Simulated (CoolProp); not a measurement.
Vapour-liquid equilibrium of propane (1) + n-butane (2) at 0.0307 MPa; x and y are mole fractions of (1).

Values from CoolProp's multi-fluid Helmholtz-energy mixture model, Lemmon 2009 and Bücker 2006; pair parameters Kunz 2012.

Give the bubble temperature and the first vapour's composition at x = 0.05, 0.55, 0.95. Is there an azeotrope?

x = 0.05: -32.7 °C, y = 0.233; x = 0.55: -56.6 °C, y = 0.907; x = 0.95: -65.2 °C, y = 0.994. No azeotrope shows between x = 0.05 and 0.95.

The pair parameters rest on a limited set of measurements; away from them the model extrapolates.
